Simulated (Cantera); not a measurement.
An adiabatic, constant-pressure homogeneous reactor starts with CH4 : O2 : N2 = 1 : 1.82 : 29 (molar parts), at 1700 K and 1.00 bar.

Detailed kinetics in Cantera: GRI-Mech 3.0 (53 species, 325 reactions).

One state of this run: T (K) = 2265; x CH4 = <1e-12; x O2 = 0.000518; x CH2O = 1.57e-11; x C2H6 = <1e-12; x CO = 0.00911; x C2H = <1e-12. x: mole fraction; the columns are a selection and need not sum to one.

Which value of t (s) does it belong to?
(A) 0.000114
(B) 0.00173
(C) 0.403
(D) 3.00e-6

C, 0.403
